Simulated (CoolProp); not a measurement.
Vapour-liquid equilibrium of n-octane (1) + ethylbenzene (2) at 0.321 MPa; x and y are mole fractions of (1).

Model: multi-fluid Helmholtz-energy mixture model, Beckmüller 2019 and Zhou 2012; pair parameters Bell 2016, in CoolProp.

| x | bubble temperature, mixture model (°C) | bubble temperature, Raoult's law (°C) | y, mixture model | y, Raoult's law |
|---|---|---|---|---|
| 0.05 | 183.9 | 184.4 | 0.071 | 0.063 |
| 0.125 | 182.2 | 183.4 | … | 0.155 |
| 0.2 | … | 182.4 | 0.257 | 0.244 |
| 0.275 | 179.5 | 181.5 | 0.338 | 0.328 |
| 0.35 | 178.4 | 180.5 | 0.414 | 0.410 |
| 0.425 | … | 179.6 | 0.486 | 0.488 |
| 0.5 | 176.5 | 178.7 | 0.555 | 0.563 |
| 0.575 | 175.7 | 177.8 | 0.622 | 0.636 |
| 0.65 | 175.1 | 176.9 | 0.688 | 0.706 |
| 0.725 | 174.5 | 176.0 | 0.754 | 0.773 |
| 0.8 | 174.0 | 175.2 | 0.819 | 0.838 |
| 0.875 | 173.5 | 174.4 | 0.886 | 0.901 |
| 0.95 | 173.2 | 173.5 | 0.954 | 0.961 |

Complete the blanks.


- 0.125, y, mixture model: 0.168
- 0.2, bubble temperature, mixture model (°C): 180.8
- 0.425, bubble temperature, mixture model (°C): 177.4

The largest gap from Raoult's law is -2.2 K in bubble temperature, at x = 0.425. No azeotrope shows between x = 0.05 and 0.95.

Pair parameters are fitted to limited data, so mixtures are less certain than the pure fluids.
